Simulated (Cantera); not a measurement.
Thermodynamics of chlorosilane synthesis and conversion, feed Si + H2 + HCl

Input: 1 mol Si, a varied amount of H2, 1.2 mol HCl, held at 1698.15 K and 0.620 bar.

Method: chemical equilibrium by Gibbs-energy minimisation in Cantera with the NASA 1993 tables (ideal gas, pure condensed phases). Candidate condensed phases: Si; 19 gas species. The tables' values for SiCl3, SiCl are old estimates; treat these amounts as uncertain. Gases not in the tables: Si2H6 and higher silanes. Kinetics and transport are ignored.

| n(H2) (mol) | log p H2 | log p HCl | log p SiCl2 | log p SiCl3 | log p SiCl4 | n Si(l) |
|---|---|---|---|---|---|---|
| 1 | -0.39 | -0.99 | -1.03 | -1.92 | -2.51 | 0.614 |
| 2.1 | -0.33 | -1.06 | -1.24 | -2.23 | -2.92 | 0.653 |
| 3.1 | -0.30 | -1.12 | -1.38 | -2.45 | -3.21 | 0.680 |
| 4.2 | -0.28 | -1.18 | -1.51 | -2.64 | -3.46 | 0.704 |
| 5.2 | -0.27 | -1.22 | -1.61 | -2.78 | -3.66 | 0.723 |
| 6.3 | -0.26 | -1.26 | -1.70 | -2.92 | -3.85 | 0.741 |
| 7.3 | -0.26 | -1.30 | -1.78 | -3.04 | -4.00 | 0.754 |
| 8.4 | -0.25 | -1.33 | -1.85 | -3.15 | -4.15 | 0.768 |
| 9.4 | -0.25 | -1.36 | -1.92 | -3.24 | -4.27 | 0.779 |
log p: log10 of the partial pressure in bar; n: condensed amount in mol.

From 1 mol H2 to 9.4 mol H2 the condensed part is Si(l). The main Si-bearing gas is SiCl2 throughout. The share of Si in condensed phases is highest at 9.4 mol H2 (77.9 %) and lowest at 1 mol H2 (61.4 %).
